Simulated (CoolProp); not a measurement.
Vapour-liquid equilibrium of ethylene (1) + ethane (2) at 2.27 MPa; x and y are mole fractions of (1).

Values from CoolProp's multi-fluid Helmholtz-energy mixture model, Smukala 2000 and Bücker 2006; pair parameters Bell 2016.

```json
[
 {"x": "0.05", "bubble temperature (K)": "?", "y at the bubble point": "0.073", "dew temperature at overall composition x (K)": "270.0", "liquid density (mol/L)": "13.57"},
 {"x": "0.2", "bubble temperature (K)": "265.2", "y at the bubble point": "0.268", "dew temperature at overall composition x (K)": "266.7", "liquid density (mol/L)": "?"},
 {"x": "0.35", "bubble temperature (K)": "261.6", "y at the bubble point": "0.436", "dew temperature at overall composition x (K)": "?", "liquid density (mol/L)": "14.10"},
 {"x": "0.5", "bubble temperature (K)": "258.4", "y at the bubble point": "0.586", "dew temperature at overall composition x (K)": "260.2", "liquid density (mol/L)": "?"},
 {"x": "0.65", "bubble temperature (K)": "255.4", "y at the bubble point": "0.722", "dew temperature at overall composition x (K)": "?", "liquid density (mol/L)": "14.58"},
 {"x": "0.8", "bubble temperature (K)": "252.6", "y at the bubble point": "?", "dew temperature at overall composition x (K)": "253.7", "liquid density (mol/L)": "?"},
 {"x": "0.95", "bubble temperature (K)": "249.9", "y at the bubble point": "0.964", "dew temperature at overall composition x (K)": "250.2", "liquid density (mol/L)": "?"}
]
```

### Question
What belongs in the gaps?

### Answer

- 0.05, bubble temperature (K): 269.5
- 0.2, liquid density (mol/L): 13.85
- 0.35, dew temperature at overall composition x (K): 263.5
- 0.5, liquid density (mol/L): 14.34
- 0.65, dew temperature at overall composition x (K): 257.0
- 0.8, y at the bubble point: 0.848
- 0.8, liquid density (mol/L): 14.82
- 0.95, liquid density (mol/L): 15.06

No azeotrope shows between x = 0.05 and 0.95.

The pair parameters rest on a limited set of measurements; away from them the model extrapolates.
